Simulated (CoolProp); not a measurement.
Computed with CoolProp (reference Helmholtz-energy equation of state, Thol 2014).

**Question.** Give the vapour pressure (bar), vapour density (kg/m³), enthalpy of vaporisation (kJ/kg), surface tension (mN/m) of saturated chloromethane (R40) at -1.85, 25.95, 53.75 °C.

**Answer.** 
```json
[
 {"T (°C)": "-1.85", "p (bar)": "2.43", "vapour density (kg/m³)": "5.80", "enthalpy of vaporisation (kJ/kg)": "405", "surface tension (mN/m)": "19.7"},
 {"T (°C)": "25.95", "p (bar)": "5.93", "vapour density (kg/m³)": "13.5", "enthalpy of vaporisation (kJ/kg)": "373", "surface tension (mN/m)": "15.2"},
 {"T (°C)": "53.75", "p (bar)": "12.3", "vapour density (kg/m³)": "27.8", "enthalpy of vaporisation (kJ/kg)": "335", "surface tension (mN/m)": "11.0"}
]
```

Surface tension comes from a separate correlation (Mulero 2014).
